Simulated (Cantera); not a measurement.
A Cantera script and what it prints.

```python
import numpy as np
import cantera as ct

gas_names = """
    H HO2 H2 H2O H2O2 H2S H2SO4 O OH O2 O3 S SH SO SO2 SO3 S2 S2O S8
""".split()
cond_names = """
    H2O(s) H2O(L) H2SO4(L) S(cr1) S(cr2) S(L)
""".split()


# ... load() reads the species with a 1 bar reference pressure and builds the phases ...
atoms = {
    'H2O': {'H': 2, 'O': 1},
    'SO2': {'S': 1, 'O': 2},
    'O2': {'O': 2},
}
top_T = {}  # K; cautious upper limits of use, not melting points


# ... equilibrate(T, P, feed) seeds the gas with the atoms and calls Mixture.equilibrate('TP', solver="vcs", rtol=1e-11, max_steps=5000) ...
results = []
feed = {'H2O': 1, 'SO2': 0.0075, 'O2': 0.18}  # mol
P = 8000  # Pa
for T in [1150, 1350, 1550, 1750, 1950, 2150, 2350, 2550]:
    mix = equilibrate(T, P, feed)
    results.append((T, P, feed, dict(zip(mix.species_names, mix.species_moles))))
    x = sorted(zip(gas.X, gas.species_names), reverse=True)
    print(f"T = {T:g} K  P = {P:g} Pa  gas = {mix.phase_moles(0):.4g} mol")
    print("   x: " + "  ".join(f"{s} {v:.3e}" for v, s in x if v > 1e-06))
    print("   condensed (mol): " + ("  ".join(f"{mix.phase(i).name} {mix.phase_moles(i):.4g}"
          for i in range(1, mix.n_phases) if mix.phase_moles(i) > 1e-12) or "none"))
```

Output:

```
T = 1150 K  P = 8000 Pa  gas = 1.187 mol
   x: H2O 8.422e-01  O2 1.515e-01  SO2 6.055e-03  SO3 2.614e-04  OH 7.408e-06
   condensed (mol): none
T = 1350 K  P = 8000 Pa  gas = 1.187 mol
   x: H2O 8.421e-01  O2 1.515e-01  SO2 6.255e-03  OH 9.221e-05  SO3 6.046e-05  H2 1.561e-06
   condensed (mol): none
T = 1550 K  P = 8000 Pa  gas = 1.188 mol
   x: H2O 8.416e-01  O2 1.514e-01  SO2 6.295e-03  OH 5.993e-04  H2 2.764e-05  SO3 2.023e-05  O 1.077e-05
   condensed (mol): none
T = 1750 K  P = 8000 Pa  gas = 1.188 mol
   x: H2O 8.399e-01  O2 1.509e-01  SO2 6.301e-03  OH 2.536e-03  H2 2.550e-04  O 1.027e-04  H 1.313e-05  SO3 8.715e-06  HO2 1.082e-06
   condensed (mol): none
T = 1950 K  P = 8000 Pa  gas = 1.191 mol
   x: H2O 8.339e-01  O2 1.496e-01  OH 7.944e-03  SO2 6.286e-03  H2 1.493e-03  O 6.173e-04  H 1.566e-04  SO 5.361e-06  SO3 4.462e-06  HO2 2.754e-06
   condensed (mol): none
T = 2150 K  P = 8000 Pa  gas = 1.2 mol
   x: H2O 8.166e-01  O2 1.471e-01  OH 1.991e-02  H2 6.236e-03  SO2 6.218e-03  O 2.650e-03  H 1.178e-03  SO 3.014e-05  HO2 5.815e-06  SO3 2.564e-06
   condensed (mol): none
T = 2350 K  P = 8000 Pa  gas = 1.224 mol
   x: H2O 7.735e-01  O2 1.437e-01  OH 4.178e-02  H2 1.980e-02  O 8.850e-03  H 6.205e-03  SO2 6.004e-03  SO 1.236e-04  HO2 1.055e-05  SO3 1.576e-06
   condensed (mol): none
T = 2550 K  P = 8000 Pa  gas = 1.282 mol
   x: H2O 6.820e-01  O2 1.401e-01  OH 7.480e-02  H2 4.859e-02  O 2.442e-02  H 2.431e-02  SO2 5.460e-03  SO 3.817e-04  HO2 1.670e-05  S 6.572e-06  SH 1.413e-06
   condensed (mol): none
```

Cantera equilibrium calculation (NASA polynomials, part measured and part estimated; ideal gas, pure solids and liquids).
